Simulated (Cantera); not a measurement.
A diamond (100) surface in a fixed gas of H2 with x(CH4) = 0.0088, x(H) = 0.002, x(CH3) = 0.00095, 35.3 Torr; coverages are run to steady state.

Model: the Harris–Goodwin 1993 mechanism for the reconstructed diamond (100) surface, integrated in Cantera.

θ: site fractions in the mechanism's names (c6HH fully hydrogenated, c6H* and c6*H radical sites, c6** diradical, c6HM methylated).

| T (K) | growth (µm/h) | θ c6HH | θ c6H* | θ c6*H | θ c6** | θ c6HM |
|---|---|---|---|---|---|---|
| 950 | … | 0.466 | 0.0101 | 0.240 | 0.00421 | 0.215 |
| 1025 | … | 0.460 | 0.0161 | 0.308 | 0.00786 | 0.148 |
| 1100 | … | 0.461 | 0.0245 | 0.388 | 0.0136 | 0.0729 |
| 1175 | … | 0.450 | 0.0339 | 0.456 | 0.0209 | 0.0217 |
| 1250 | … | 0.420 | 0.0425 | 0.495 | 0.0284 | 0.00506 |
| 1325 | 5.52 | 0.391 | 0.0503 | 0.515 | 0.0358 | 0.00115 |
| 1400 | … | 0.368 | 0.0575 | 0.527 | 0.0431 | 0.000264 |

### Question
Fill in the missing entries.

### Answer

- 950, growth (µm/h): 12.4
- 1025, growth (µm/h): 16.7
- 1100, growth (µm/h): 15.2
- 1175, growth (µm/h): 9.05
- 1250, growth (µm/h): 5.99
- 1400, growth (µm/h): 4.52
